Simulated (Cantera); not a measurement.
A perfectly stirred reactor is fed with CH4 : O2 : N2 = 1 : 3.08 : 11.6 (molar parts), at 4650 Torr; it is adiabatic with a 475 K inlet, and is followed from long to short residence time, starting on the burning branch (τ in s: 0.078, 0.032, 0.014, 0.0056, 0.0023, 0.00098, 0.00041, 0.00017, 7.1e-05).

Detailed kinetics in Cantera: GRI-Mech 3.0 (53 species, 325 reactions).

Task: Predict: blow-out, bracketed by the residence times tried; x(CH4) at τ = 78.0 ms; x(O2) at τ = 78.0 ms; x(NO2) at τ = 78.0 ms; x(CO2) at τ = 78.0 ms; x(CO) at τ = 78.0 ms; x(CH4) at τ = 2.30 ms; x(O2) at τ = 2.30 ms; x(NO2) at τ = 2.30 ms; x(CO2) at τ = 2.30 ms; x(CO) at τ = 2.30 ms.

Result: 
```json
{
  "blow_out_bracketed_by_the_residence_times_tried": "burning at 0.170 ms, out at 71.0 µs",
  "x(CH4) at τ = 78.0 ms": "4.44e-6",
  "x(O2) at τ = 78.0 ms": "0.0687",
  "x(NO2) at τ = 78.0 ms": "1.57e-7",
  "x(CO2) at τ = 78.0 ms": "0.0636",
  "x(CO) at τ = 78.0 ms": "0.000123",
  "x(CH4) at τ = 2.30 ms": "6.28e-5",
  "x(O2) at τ = 2.30 ms": "0.0693",
  "x(NO2) at τ = 2.30 ms": "7.89e-8",
  "x(CO2) at τ = 2.30 ms": "0.0623",
  "x(CO) at τ = 2.30 ms": "0.00129"
}
```
